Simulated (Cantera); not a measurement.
A Cantera script and what it prints.

```python
import numpy as np
import cantera as ct

gas_names = """
    AL ALCL ALCL2 ALCL3 ALH ALN AL2 AL2CL6 CL CL2 H HCL H2 N NH NH2 NH3 N2 N2H2 N2H4
""".split()
cond_names = """
    AL(cr) AL(L) ALCL3(s) ALCL3(L) ALN(s) NH4CL(a) NH4CL(b)
""".split()


def load(file, names, dense=False):
    # The tables refer to 1 bar. Condensed volumes are neglected.
    table = {s.name: s for s in ct.Species.list_from_file(file)}
    out = []
    for n in names:
        d = dict(table[n].input_data)
        d["thermo"] = dict(d["thermo"], **{"reference-pressure": 1e5})
        if dense:
            d["equation-of-state"] = {"model": "constant-volume", "density": "1e6 g/cm^3"}
        out.append(ct.Species.from_dict(d))
    return out


gas = ct.Solution(thermo="ideal-gas", species=load("nasa_gas.yaml", gas_names))
cond = {s.name: ct.Solution(thermo="fixed-stoichiometry", species=[s], name=s.name)
        for s in load("nasa_condensed.yaml", cond_names, dense=True)}
atoms = {
    'AlCl3': {'AL': 1, 'CL': 3},
    'N2': {'N': 2},
    'H2': {'H': 2},
}
top_T = {'ALN(s)': 2750}  # K; cautious upper limits of use, not melting points


def equilibrate(T, P, feed):
    n = {}
    for name, mol in feed.items():
        for a, k in atoms[name].items():
            n[a] = n.get(a, 0.0) + k * mol
    gas.TPX = T, P, n
    mass = sum(n.values()) * gas.mean_molecular_weight
    gas.equilibrate("TP")
    valid = [c for c in cond.values() if c.min_temp <= T <= top_T.get(c.name, c.max_temp)]
    mix = ct.Mixture([(gas, mass / gas.mean_molecular_weight)] + [(c, 0.0) for c in valid])
    mix.T, mix.P = T, P
    mix.equilibrate("TP", solver="vcs", rtol=1e-11, max_steps=5000)
    return mix


results = []
feed = {'AlCl3': 1, 'N2': 7.6, 'H2': 29}  # mol
P = 70  # Pa
for T in [898, 973, 1048, 1123, 1198, 1273, 1348]:
    mix = equilibrate(T, P, feed)
    results.append((T, P, feed, dict(zip(mix.species_names, mix.species_moles))))
    x = sorted(zip(gas.X, gas.species_names), reverse=True)
    print(f"T = {T:g} K  P = {P:g} Pa  gas = {mix.phase_moles(0):.4g} mol")
    print("   x: " + "  ".join(f"{s} {v:.3e}" for v, s in x if v > 1e-06))
    print("   condensed (mol): " + ("  ".join(f"{mix.phase(i).name} {mix.phase_moles(i):.4g}"
          for i in range(1, mix.n_phases) if mix.phase_moles(i) > 1e-12) or "none"))
```

It prints:

```
T = 898 K  P = 70 Pa  gas = 37.6 mol
   x: H2 7.413e-01  N2 1.922e-01  HCL 5.986e-02  ALCL3 6.643e-03
   condensed (mol): ALN(s) 0.7502
T = 973 K  P = 70 Pa  gas = 37.6 mol
   x: H2 7.421e-01  N2 1.924e-01  HCL 5.839e-02  ALCL3 7.132e-03  ALCL2 1.172e-06
   condensed (mol): ALN(s) 0.7318
T = 1048 K  P = 70 Pa  gas = 37.6 mol
   x: H2 7.427e-01  N2 1.926e-01  HCL 5.710e-02  ALCL3 7.558e-03  ALCL2 7.882e-06
   condensed (mol): ALN(s) 0.7155
T = 1123 K  P = 70 Pa  gas = 37.6 mol
   x: H2 7.433e-01  N2 1.928e-01  HCL 5.594e-02  ALCL3 7.918e-03  ALCL2 4.079e-05  ALCL 1.111e-05  H 1.388e-06
   condensed (mol): ALN(s) 0.7003
T = 1198 K  P = 70 Pa  gas = 37.61 mol
   x: H2 7.437e-01  N2 1.930e-01  HCL 5.479e-02  ALCL3 8.174e-03  ALCL2 1.701e-04  ALCL 1.157e-04  H 6.196e-06
   condensed (mol): ALN(s) 0.6819
T = 1273 K  P = 70 Pa  gas = 37.65 mol
   x: H2 7.437e-01  N2 1.934e-01  HCL 5.322e-02  ALCL3 8.133e-03  ALCL 8.990e-04  ALCL2 5.845e-04  H 2.324e-05  CL 1.413e-06
   condensed (mol): ALN(s) 0.638
T = 1348 K  P = 70 Pa  gas = 37.83 mol
   x: H2 7.417e-01  N2 1.947e-01  HCL 4.959e-02  ALCL3 7.079e-03  ALCL 5.284e-03  ALCL2 1.594e-03  H 7.531e-05  CL 4.196e-06
   condensed (mol): ALN(s) 0.472
```

Cantera equilibrium calculation (NASA polynomials, part measured and part estimated; ideal gas, pure solids and liquids). The tables' values for AlCl2 are old estimates; treat these amounts as uncertain.
